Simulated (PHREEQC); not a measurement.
## Reverse-osmosis permeate: an equilibrium model

Model water analysis in mmol/kgw, 75 °C, pH 5.5, pe 8.3:

| constituent | mmol/kgw |
|---|---|
| Na | 0.07 |
| K | 0.00649 |
| Ca | 0.0674 |
| Mg | 0.0392 |
| Cl | 0.0817 |
| S(6) | 0.0478 |
| Alkalinity (meq/kgw) | 0.103 |
| O(0) (counted as O atoms) | 0.000712 |
| F | 5.57e-05 |
| Cd | 0.000192 |
| N(5) | 0.00504 |
| B | 4.78e-05 |

Valence states are taken as typed.

Computed with PHREEQC (ion-association model, wateq4f.dat).

The ionic strength is 0.000438 mol/kgw and the charge-balance error is 0.8 %.

```json
[
 {"species": "CO2", "molality": "0.000686", "activity": "0.000686", "log γ": "0.000"},
 {"species": "HCO3-", "molality": "0.000106", "activity": "0.000103", "log γ": "-0.011"},
 {"species": "Cl-", "molality": "8.17e-5", "activity": "7.96e-5", "log γ": "-0.012"},
 {"species": "Na+", "molality": "7.00e-5", "activity": "6.82e-5", "log γ": "-0.011"},
 {"species": "Ca+2", "molality": "6.65e-5", "activity": "5.99e-5", "log γ": "-0.046"},
 {"species": "SO4-2", "molality": "4.60e-5", "activity": "4.14e-5", "log γ": "-0.046"},
 {"species": "Mg+2", "molality": "3.81e-5", "activity": "3.43e-5", "log γ": "-0.045"},
 {"species": "K+", "molality": "6.49e-6", "activity": "6.32e-6", "log γ": "-0.012"},
 {"species": "NO3-", "molality": "5.04e-6", "activity": "4.91e-6", "log γ": "-0.012"},
 {"species": "H+", "molality": "3.24e-6", "activity": "3.16e-6", "log γ": "-0.011"},
 {"species": "MgSO4", "molality": "1.00e-6", "activity": "1.00e-6", "log γ": "0.000"},
 {"species": "CaSO4", "molality": "7.38e-7", "activity": "7.38e-7", "log γ": "0.000"},
 {"species": "O2", "molality": "3.56e-7", "activity": "3.56e-7", "log γ": "0.000"},
 {"species": "Cd+2", "molality": "1.87e-7", "activity": "1.68e-7", "log γ": "-0.046"},
 {"species": "CaHCO3+", "molality": "1.16e-7", "activity": "1.13e-7", "log γ": "-0.011"},
 {"species": "MgHCO3+", "molality": "6.55e-8", "activity": "6.38e-8", "log γ": "-0.011"}
]
```

This is a speciation only: nothing precipitates in the calculation. At this temperature some constants are extrapolated from 25 °C, and those without enthalpy data are left unchanged. Real BF4- forms and hydrolyses slowly; the run takes it at equilibrium.
